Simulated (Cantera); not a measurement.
Feed: 1 mol (CH3)2SiCl2, 2.5 mol CH4, 170 mol H2, at 2150 °C and 443 Torr.

Method: chemical equilibrium by Gibbs-energy minimisation in Cantera with the NASA 1993 tables (ideal gas, pure condensed phases). Candidate condensed phases: C, C6H6, C7H8, C8H18, Si, SiC; 109 gas species. The feed counts by its element totals alone. The tables' values for SiCl are old estimates; treat these amounts as uncertain. Gases not in the tables: Si2H6 and higher silanes. Kinetics and transport are ignored.

Base state: H2 0.957, H 0.0226, HCl 0.0107, C2H2 (acetylene) 0.00741, Si 0.000882, SiH 0.000198, SiC2 0.000182, Cl 0.000180 (mole fractions); condensed: C(graphite) + SiC(s).

Problem. What changes in the equilibrium state with this change: (CH3)2SiCl2 replaced by SiH2Cl2?

Solution. 
```
species             before    after
----------------  --------  -------
H2                   0.957    0.959
H                   0.0226   0.0226
HCl                 0.0107   0.0108
C2H2 (acetylene)   0.00741  0.00489
Si                0.000882  0.00109
C4H2               2.36e-5  1.03e-5
C2H                1.06e-5  6.99e-6
SiCl2              3.76e-5  4.70e-5
C(graphite), mol     0.988        0
SiC(s), mol          0.692    0.637
```
